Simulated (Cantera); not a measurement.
Equilibrium for hydrogen reduction and annealing atmospheres: Cu₂O + H₂

A closed system holds: 1 mol Cu₂O, 38 mol H₂.

These are equilibrium values from Cantera (NASA tables, ideal gas, pure condensed phases), not measurements of a reactor. Candidate condensed phases: Cu, CuO, Cu(OH)₂, Cu₂O, H₂O; 12 gas species. Kinetics and transport are ignored.

Stable condensed phases:

```
T in K \ P in Pa
              10      32     100     320    1000    3200   10000   32000  100000  320000 1000000
   1975        A       A       A       A       A       A       B       B       B       B       B
   1875        A       A       A       A       A       B       B       B       B       B       B
   1775        A       A       A       A       B       B       B       B       B       B       B
   1675        A       A       A       B       B       B       B       B       B       B       B
   1575        A       A       B       B       B       B       B       B       B       B       B
   1475        A       B       B       B       B       B       B       B       B       B       B
   1375        B       B       B       B       B       B       B       B       B       B       B
   1275        B       B       B       B       B       B       B       B       B       B       B
   1175        B       B       B       B       B       B       B       B       B       B       B
```

A: gas only; B: Cu.
